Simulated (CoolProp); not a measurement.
Vapour-liquid equilibrium of diethyl ether (1) + acetone (2) at 405.5 K; x and y are mole fractions of (1).

Model: multi-fluid Helmholtz-energy mixture model, Thol 2014 and Lemmon 2006; pair parameters Bell 2016, in CoolProp.

```
x     bubble pressure, mixture model (MPa)  bubble pressure, Raoult's law (MPa)  y, mixture model  y, Raoult's law
----  ------------------------------------  -----------------------------------  ----------------  ---------------
0.05                            (withheld)                               0.8199        (withheld)            0.079
0.2                             (withheld)                               0.8938             0.306            0.288
0.35                                 1.070                               0.9677        (withheld)            0.466
0.5                                  1.159                                1.042             0.600            0.618
0.65                            (withheld)                                1.115        (withheld)            0.750
0.8                                  1.272                                1.189        (withheld)            0.866
0.95                            (withheld)                                1.263             0.950            0.969
```

Task: Fill in the missing entries.

Result: 
- 0.05, bubble pressure, mixture model (MPa): 0.8379
- 0.05, y, mixture model: 0.088
- 0.2, bubble pressure, mixture model (MPa): 0.9612
- 0.35, y, mixture model: 0.470
- 0.65, bubble pressure, mixture model (MPa): 1.226
- 0.65, y, mixture model: 0.713
- 0.8, y, mixture model: 0.824
- 0.95, bubble pressure, mixture model (MPa): 1.290

The largest gap from Raoult's law is +11.2 % in bubble pressure, at x = 0.5. No azeotrope shows between x = 0.05 and 0.95.

Pair parameters are fitted to limited data, so mixtures are less certain than the pure fluids.
